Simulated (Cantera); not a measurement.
Input (Python, Cantera) and output of one run.

```python
import numpy as np
import cantera as ct

gas_names = """
    C CH CH2 CH3 CH2OH CH3O CH4 CH3OH CO CO2 COOH C2 C2H CHCO,ketyl C2H2,acetylene C2H2,vinylidene
    CH2CO,ketene C2H3,vinyl CH3CO,acetyl C2H4 C2H4O,ethylen CH3CHO,ethanal CH3COOH (HCOOH)2 C2H5 C2H6
    CH3OCH3 C2H5OH C2O C3 C3H3,propargyl C3H4,allene C3H4,propyne C3H4,cyclo- C3H5,allyl C3H6,propylene
    C3H6,cyclo- C3H6O C3H7,n-propyl C3H7,i-propyl C3H8 C3H8O,1propanol C3H8O,2propanol C3O2 C4 C4H2
    C4H4,1,3-cyclo- C4H6,butadiene C4H6,2-butyne C4H6,cyclo- C4H8,1-butene C4H8,cis2-buten
    C4H8,tr2-butene C4H8,isobutene C4H8,cyclo- (CH3COOH)2 C4H9,n-butyl C4H9,i-butyl C4H9,s-butyl
    C4H9,t-butyl C4H10,isobutane C4H10,n-butane C5 C5H6,1,3cyclo- C5H8,cyclo- C5H10,1-pentene
    C5H10,cyclo- C5H11,pentyl C5H11,t-pentyl C5H12,n-pentane C5H12,i-pentane CH3C(CH3)2CH3 C6H2
    C6H5,phenyl C6H5O,phenoxy C6H6 C6H5OH,phenol C6H10,cyclo- C6H12,1-hexene C6H12,cyclo- C6H13,n-hexyl
    C7H7,benzyl C7H8 C7H8O,cresol C7H14,1-heptene C7H15,n-heptyl C7H16,n-heptane C8H8,styrene
    C8H10,ethylbenz C8H16,1-octene C8H17,n-octyl C8H18,isooctane C8H18,n-octane C9H19,n-nonyl
    C10H8,naphthale C10H21,n-decyl C12H9,o-bipheny C12H10,bipheny Fe FeC5O5 FeO Fe(OH)2 H HCO HO2 H2
    HCHO,formaldehy HCOOH H2O H2O2 O OH O2 O3
""".split()
cond_names = """
    C(gr) C6H6(L) C7H8(L) C8H18(L),n-octa Fe(a) Fe(c) Fe(d) Fe(L) FeC5O5(L) FeO(s) FeO(L) Fe(OH)2(s)
    Fe(OH)3(s) Fe2O3(s) Fe3O4(s) H2O(s) H2O(L)
""".split()


def load(file, names, dense=False):
    # The tables refer to 1 bar. Condensed volumes are neglected.
    table = {s.name: s for s in ct.Species.list_from_file(file)}
    out = []
    for n in names:
        d = dict(table[n].input_data)
        d["thermo"] = dict(d["thermo"], **{"reference-pressure": 1e5})
        if dense:
            d["equation-of-state"] = {"model": "constant-volume", "density": "1e6 g/cm^3"}
        out.append(ct.Species.from_dict(d))
    return out


gas = ct.Solution(thermo="ideal-gas", species=load("nasa_gas.yaml", gas_names))
cond = {s.name: ct.Solution(thermo="fixed-stoichiometry", species=[s], name=s.name)
        for s in load("nasa_condensed.yaml", cond_names, dense=True)}
atoms = {
    'Fe3O4': {'Fe': 3, 'O': 4},
    'C': {'C': 1},
    'H2': {'H': 2},
}
top_T = {'C(gr)': 4500, 'Fe2O3(s)': 1830, 'Fe3O4(s)': 1870}  # K; cautious upper limits of use, not melting points


def equilibrate(T, P, feed):
    n = {}
    for name, mol in feed.items():
        for a, k in atoms[name].items():
            n[a] = n.get(a, 0.0) + k * mol
    gas.TPX = T, P, n
    mass = sum(n.values()) * gas.mean_molecular_weight
    gas.equilibrate("TP")
    valid = [c for c in cond.values() if c.min_temp <= T <= top_T.get(c.name, c.max_temp)]
    mix = ct.Mixture([(gas, mass / gas.mean_molecular_weight)] + [(c, 0.0) for c in valid])
    mix.T, mix.P = T, P
    mix.equilibrate("TP", solver="vcs", rtol=1e-11, max_steps=5000)
    return mix


results = []
feed = {'Fe3O4': 1, 'C': 0.63, 'H2': 12}  # mol
P = 44  # Pa
for T in [1348, 1498, 1648, 1798, 1948, 2098, 2248]:
    mix = equilibrate(T, P, feed)
    results.append((T, P, feed, dict(zip(mix.species_names, mix.species_moles))))

top = {s: max(r[3][s] / sum(r[3][g] for g in gas_names) for r in results) for s in gas_names}
cols = sorted((s for s in top if top[s] > 1e-06), key=lambda s: -top[s])[:6]
seen = [c for c in cond_names if any(r[3].get(c, 0) > 1e-12 for r in results)]
print("log10 of partial pressures in bar; condensed amounts in mol")
print(f"{'T/K':>10s}" + "".join(f"{s[:9]:>10s}" for s in cols + seen))
for T, P, feed, n in results:
    ng = sum(n[g] for g in gas_names)
    print(f"{T:10.4g}" + "".join(f"{np.log10(max(n[s] / ng * P / 1e5, 1e-99)):10.3f}" for s in cols)
          + "".join(f"{n.get(c, 0):10.4g}" for c in seen))
```

Output:

```
log10 of partial pressures in bar; condensed amounts in mol
       T/K        H2       H2O         H        Fe        CO        OH     Fe(c)     Fe(d)    FeO(s)
      1348    -3.509    -3.964    -7.390    -8.390    -4.730    -9.638     2.843         0    0.1569
      1498    -3.518    -3.941    -6.524    -6.842    -4.718    -8.494     2.996         0         0
      1648    -3.523    -3.943    -5.812    -5.584    -4.711    -7.579     2.924         0         0
      1798    -3.556    -3.972    -5.231    -4.543    -4.733    -6.829         0      2.11         0
      1948    -3.635    -4.044    -4.764    -4.085    -4.797    -6.217         0         0         0
      2098    -3.676    -4.070    -4.350    -4.102    -4.809    -5.670         0         0         0
      2248    -3.762    -4.143    -4.015    -4.136    -4.840    -5.221         0         0         0
```

Equilibrium computed with Cantera from the NASA thermochemical tables; the gas is ideal and each condensed phase is pure. Mutual solubility and eutectic melting of coexisting phases are not modelled. The tables' stoichiometric FeO is somewhat more stable than real wüstite, so its field is too wide. FeO: taken at fixed stoichiometry.
